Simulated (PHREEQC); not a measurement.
PHREEQC input (Pitzer model, pitzer.dat):

```
SOLUTION 1
  temp 25
  units mol/kgw
  pH 7 charge
  C(4) 0.14
  Na 0.28
END
SELECTED_OUTPUT 1
  -reset false
  -pH true
  -pe true
  -ionic_strength true
  -water true
  -totals C Na
  -molalities H+ Na+ CO3-2 OH- HCO3- CO2
  -saturation_indices Nahcolite Natron Trona
USER_PUNCH 1
  -headings p_CO2(g) phi_CO2(g) p_H2O(g) phi_H2O(g) density
  10 PUNCH PR_P("CO2(g)"), PR_PHI("CO2(g)"), PR_P("H2O(g)"), PR_PHI("H2O(g)"), RHO
PRINT
  -reset false
USE solution 1
REACTION_TEMPERATURE 1
  10
GAS_PHASE 1
  -fixed_pressure
  -pressure 1
  -temperature 10
  -volume 20
  CO2(g) 1
  H2O(g) 0
END
# ... the last block is repeated for the other 7 points of T (°C)
```

Selected output (columns that matter, 8 of 8 rows; T (°C) added in front):

```
T (°C)	pH	mu	C	Na	m_H+	m_Na+	si_Nahcolite	si_Natron	si_Trona	p_CO2(g)	phi_CO2(g)	p_H2O(g)	phi_H2O(g)	density
10	7.0683	0.28125	0.33048	0.28073	1.5485e-07	0.28073	-1.1358	-4.7401	-6.0249	0.9877	0.99354	0.012301	0.98909	1.0174
20	7.119	0.28151	0.3163	0.28077	1.3684e-07	0.28077	-1.0373	-4.5934	-5.7806	0.97674	0.99418	0.023262	0.9899	1.0152
30	7.1808	0.28185	0.30698	0.28083	1.1805e-07	0.28083	-0.9638	-4.4613	-5.5757	0.95799	0.99475	0.042005	0.99054	1.0122
40	7.2538	0.28232	0.30043	0.28093	9.935e-08	0.28093	-0.9123	-4.3405	-5.404	0.92725	0.99527	0.072753	0.991	1.0084
50	7.3401	0.28296	0.2955	0.2811	8.1191e-08	0.2811	-0.8805	-4.2263	-5.2585	0.87866	0.99576	0.12134	0.99128	1.004
60	7.444	0.28389	0.29148	0.2814	6.3769e-08	0.2814	-0.8663	-4.1122	-5.1305	0.80443	0.99626	0.19557	0.99138	0.99901
70	7.5749	0.28539	0.2879	0.28194	4.7122e-08	0.28194	-0.8679	-3.9871	-5.0073	0.69452	0.99684	0.30548	0.99132	0.99349
80	7.754	0.28826	0.28437	0.2831	3.1212e-08	0.2831	-0.8845	-3.8282	-4.8653	0.53631	0.99763	0.46369	0.99118	0.98748
```

Complexes and solids missing from the database can't appear. Constants without temperature data keep their 25 °C values here.
